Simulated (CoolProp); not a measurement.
Nitrogen at 293.15 K and 0.573 MPa flows at 7.7 m/s in a round tube of 2 mm bore and 15 µm roughness, fully developed (64/Re and Nu = 3.66 if laminar; Colebrook and Gnielinski if turbulent). Each further row changes one setting.

Model: reference Helmholtz-energy equation of state, Span 2000, in CoolProp.

| case | Reynolds number | Darcy friction factor | pressure drop (Pa/m) | heat-transfer coefficient (W/(m² K)) | mass flow (kg/h) |
|---|---|---|---|---|---|
| as stated | … | … | … | 296 | … |
| velocity 15.4 m/s | 11500 | 0.0398 | 15600 | … | 1.15 |
| diameter 4 mm | 11500 | … | 1720 | … | … |

**Question.** Complete the blanks.

**Answer.** 
- as stated, Reynolds number: 5760
- as stated, Darcy friction factor: 0.0439
- as stated, pressure drop (Pa/m): 4290
- as stated, mass flow (kg/h): 0.574
- velocity 15.4 m/s, heat-transfer coefficient (W/(m² K)): 587
- diameter 4 mm, Darcy friction factor: 0.0353
- diameter 4 mm, heat-transfer coefficient (W/(m² K)): 257
- diameter 4 mm, mass flow (kg/h): 2.30

Viscosity comes from a separate model (Lemmon 2004). Thermal conductivity comes from a separate model (Lemmon 2004).
